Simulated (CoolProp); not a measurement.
Properties of fluorine along the isobar 2.25 MPa (Tc = -128.7 °C, pc = 5.240 MPa, ω = 0.045).

Computed with CoolProp (reference Helmholtz-energy equation of state, de Reuck 1990).

```
T (°C)   phase  density (kg/m³)  cp (kJ/(kg K))  cv (kJ/(kg K))  Joule-Thomson coefficient (K/MPa)  fugacity coefficient
-------  -----  ---------------  --------------  --------------  ---------------------------------  --------------------
-137.55    gas            95.44           1.180          0.6405                              9.109                0.8302
-132.35    gas            88.80           1.100          0.6262                              8.386                0.8491
-127.25    gas            83.45           1.046          0.6160                              7.778                0.8651
-122.05    gas       (withheld)           1.005          0.6080                              7.235                0.8791
-116.95    gas            74.93          0.9737          0.6018                              6.761                0.8912
-111.85    gas            71.49          0.9491          0.5968                              6.335                0.9017
-106.65    gas            68.38          0.9289      (withheld)                              5.942                0.9112
-101.55    gas            65.64          0.9127          0.5894                              5.592                0.9194
-96.45     gas            63.16          0.8992          0.5868                              5.272                0.9266
-91.25     gas            60.85          0.8877          0.5848                              4.973            (withheld)
-86.15     gas            58.77          0.8784          0.5832                              4.703                0.9391
```

Problem. Fill in the missing entries.

Solution. 
- -122.05, density (kg/m³): 78.84
- -106.65, cv (kJ/(kg K)): 0.5927
- -91.25, fugacity coefficient: 0.9333
